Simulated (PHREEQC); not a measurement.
Make-up at 78 °C: 0.14 mol CdSO4, 0.0051 mol H3BO3 and 0.18 mol H2SO4 per kg of water. Closed to the air; pH follows from the charge balance.

Model: ion-association model, phreeqc.dat, run in PHREEQC.

Each row changes one thing in this solution. This is a speciation only: nothing precipitates in the calculation.

| case | pH | ionic strength (mol/kgw) | HSO4- (mol/kgw) | Cd+2 (mol/kgw) | CdSO4 (mol/kgw) | SO4-2 (mol/kgw) |
|---|---|---|---|---|---|---|
| as made | 1.04 | 0.434 | 0.240 | 0.0933 | 0.0394 | 0.0265 |
| H3BO3 replaced by Cu(BF4)2 at the same molality | 1.05 | 0.443 | 0.237 | 0.0929 | 0.0396 | 0.0270 |
| diluted 10-fold with water | 1.86 | 0.0518 | 0.0197 | 0.00931 | 0.00441 | 0.00731 |
| H2SO4 from 0.18 to 0.162 mol/kgw | 1.10 | 0.415 | 0.219 | 0.0917 | 0.0405 | 0.0271 |
| CdSO4 from 0.14 to 0.21 mol/kgw | 1.11 | 0.538 | 0.256 | 0.127 | 0.0673 | 0.0362 |
| H2SO4 replaced by ZnSO4 at the same molality | 5.02 | 0.557 | 7.21e-5 | 0.0492 | 0.0596 | 0.0840 |
| 0.0023 mol/kgw Zn(NO3)2 added | 1.04 | 0.440 | 0.239 | 0.0935 | 0.0392 | 0.0265 |

Species that the database lacks are ignored. Constants without temperature data keep their 25 °C values here. Real BF4- forms and hydrolyses slowly; the run takes it at equilibrium.
